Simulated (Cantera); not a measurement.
Cantera run, input and output.

```python
import numpy as np
import cantera as ct

gas = ct.Solution("gri30.yaml", transport_model="mixture-averaged")
show = ['H', 'CO2', 'C2H2']

rows = []
print(f"{'T/K':>7s}{'rho':>11s}{'cp':>10s}{'mu':>11s}{'lambda':>11s}{'Pr':>7s}" + "".join(f"{'D_' + s:>11s}" for s in show))
for T in [400, 650, 900, 1150, 1400, 1650, 1900]:
    gas.TPX = T, 101325, {'C2H2': 0.071, 'CH3OH': 0.99, 'CO': 0.22, 'N2': 0.94}
    Pr = gas.cp_mass * gas.viscosity / gas.thermal_conductivity
    D = [gas.mix_diff_coeffs_mole[gas.species_index(s)] for s in show]
    rows.append([gas.density, gas.cp_mass, gas.viscosity, gas.thermal_conductivity, Pr, *D])
    print(f"{T:7g}{gas.density:11.4e}{gas.cp_mass:10.1f}{gas.viscosity:11.4e}"
          f"{gas.thermal_conductivity:11.4e}{Pr:7.3f}" + "".join(f"{d:11.4e}" for d in D))
print("SI units: kg/m3, J/kg/K, Pa s, W/m/K, m2/s")
```

Result:

```
    T/K        rho        cp         mu     lambda     Pr        D_H      D_CO2     D_C2H2
    400 9.0625e-01    1339.2 1.6983e-05 3.0639e-02  0.742 1.7767e-04 2.2371e-05 2.3887e-05
    650 5.5769e-01    1660.8 2.5603e-05 5.4619e-02  0.779 4.2346e-04 5.4580e-05 5.7877e-05
    900 4.0278e-01    1905.4 3.3065e-05 7.8549e-02  0.802 7.4408e-04 9.7029e-05 1.0252e-04
   1150 3.1522e-01    2095.4 3.9692e-05 1.0138e-01  0.820 1.1298e-03 1.4828e-04 1.5636e-04
   1400 2.5893e-01    2230.5 4.5710e-05 1.2292e-01  0.829 1.5746e-03 2.0747e-04 2.1850e-04
   1650 2.1970e-01    2330.0 5.1271e-05 1.4314e-01  0.835 2.0743e-03 2.7398e-04 2.8832e-04
   1900 1.9079e-01    2403.0 5.6476e-05 1.6210e-01  0.837 2.6258e-03 3.4738e-04 3.6538e-04
SI units: kg/m3, J/kg/K, Pa s, W/m/K, m2/s
```

Detailed kinetics in Cantera: GRI-Mech 3.0 (53 species, 325 reactions). Polar gases are described roughly by these parameters. The composition is frozen, though it would react at the higher temperatures.
